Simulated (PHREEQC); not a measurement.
0.031 g of hydrous ferric oxide (600 m²/g; 0.2 weak and 0.005 strong sites per Fe, Dzombak-Morel constants, diffuse double layer) in 1 kg of water with 0.005 mol/kgw of an inert sodium salt and 6.7e-05 mol NaH2PO4, at 25 °C; the pH is set by adding NaOH or the inert anion's acid. Oxygen alone is held at its pressure in air (log pO2 = -0.68). No CO2 enters from the air. Precipitation was switched off in this run.

Base run: PHREEQC, ion-association model, wateq4f.dat. Each further column changes one thing. The table gives P sorbed (%).

| pH | base | background salt from 0.005 to 0.0005 mol/kgw | oxide from 0.031 to 0.15 g/kgw | 2.2e-05 mol/kgw CuSO4 added |
|---|---|---|---|---|
| 4 | 86.3 | 87.5 | 100.0 | 86.0 |
| 4.75 | 79.1 | 80.0 | 100.0 | 79.0 |
| 5.88 | 65.7 | 66.1 | 100.0 | 63.3 |
| 6.62 | 56.7 | 56.9 | 99.9 | 54.6 |
| 7.38 | 45.3 | 45.6 | 98.9 | 46.0 |
| 8.12 | 28.4 | 28.9 | 86.2 | 33.0 |
| 9.25 | 4.7 | 4.7 | 20.2 | 12.4 |
| 10 | 0.4 | 0.3 | 1.8 | 2.1 |

H3PO4, which wateq4f.dat lacks, is added to it with the constant of phreeqc.dat. The database has no phosphate complexes of Cu. The database's constant for dissolved Cu(OH)2 is higher than later reviews accept.
